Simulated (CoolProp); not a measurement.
Vapour-liquid equilibrium of nitrogen (1) + oxygen (2) at 70.8 K; x and y are mole fractions of (1).

The numbers come from the multi-fluid Helmholtz-energy mixture model, Span 2000 and Schmidt 1985; pair parameters Gernert 2013 in CoolProp.

**Question.** Give the bubble pressure and the first vapour's composition at x = 0.05, 0.2, 0.95. Is there an azeotrope?

**Answer.** x = 0.05: 0.09568 bar, y = 0.280; x = 0.2: 0.1574 bar, y = 0.626; x = 0.95: 0.4151 bar, y = 0.990. No azeotrope shows between x = 0.05 and 0.95.

The pair parameters rest on a limited set of measurements; away from them the model extrapolates.
